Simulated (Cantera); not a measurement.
An isothermal, constant-pressure homogeneous reactor starts with NH3 : H2 = 0.39 : 0.88 (molar parts), at 2075 K and 1.00 atm.

Computed with Cantera and the gas-phase N/H chemistry of the illustrative SiF4/NH3 mechanism in the Surface Chemkin manual (1991). Walls and surfaces, which speed up NH3 decomposition in real reactors, are not modelled.

x: mole fraction; the columns are a selection and need not sum to one.

```csv
t (s),x NH3,x H2,x N2H4,x N2,x N
7.00e-6,0.307,0.693,8.83e-10,1.68e-9,5.08e-10
2.27e-5,0.307,0.693,9.16e-9,4.88e-7,___
7.34e-5,0.306,0.693,7.49e-8,5.02e-5,___
0.000237,0.304,0.694,1.57e-7,0.000932,1.25e-6
0.000769,0.295,0.700,1.52e-7,0.00437,1.27e-6
0.00249,0.268,0.716,1.33e-7,0.0146,1.28e-6
0.00805,0.200,0.758,8.96e-8,0.0407,1.30e-6
0.0261,0.0866,0.828,2.83e-8,0.0841,1.28e-6
0.0844,0.0111,0.874,1.43e-9,0.113,___
0.273,0.00105,0.880,2.04e-11,0.117,___
0.884,0.000240,0.880,1.08e-12,0.117,___
2.86,6.86e-5,0.880,<1e-12,0.117,___
9.27,2.11e-5,0.880,<1e-12,0.117,___
30.0,7.64e-6,0.880,<1e-12,0.117,___
```

### Question
Complete the blanks.

### Answer

- 2.27e-5, x N: 1.83e-8
- 7.34e-5, x N: 4.18e-7
- 0.0844, x N: 9.12e-7
- 0.273, x N: 1.75e-7
- 0.884, x N: 4.09e-8
- 2.86, x N: 1.17e-8
- 9.27, x N: 3.59e-9
- 30.0, x N: 1.30e-9
